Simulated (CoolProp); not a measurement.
A single-stage vapour-compression cycle with dimethyl ether: evaporating at 270.15 K (dew point), condensing at 322.15 K (bubble point), superheat 0 K, subcooling 0 K, compressor efficiency 0.65, no pressure losses. Each further row changes one setting.

Computed with CoolProp (reference Helmholtz-energy equation of state, Wu 2011).

```
case                              cooling COP  pressure ratio  discharge temperature (K)  refrigerating effect (kJ/kg)  volumetric capacity (kJ/m³)
--------------------------------  -----------  --------------  -------------------------  ----------------------------  ---------------------------
as stated                                2.70            4.66                      357.6                           312                         1640
evaporating temperature 275.15 K         3.10            3.90                      353.1                           317                         1970
condensing temperature 317.15 K          3.07            4.11                      350.3                           325                         1710
subcooling 5 K                           2.81            4.66                      357.6                           325                         1710
superheat 10 K                           2.70            4.66                      368.9                           327                         1640
compressor efficiency 0.55               2.28            4.66                      369.1                           312                         1640
```
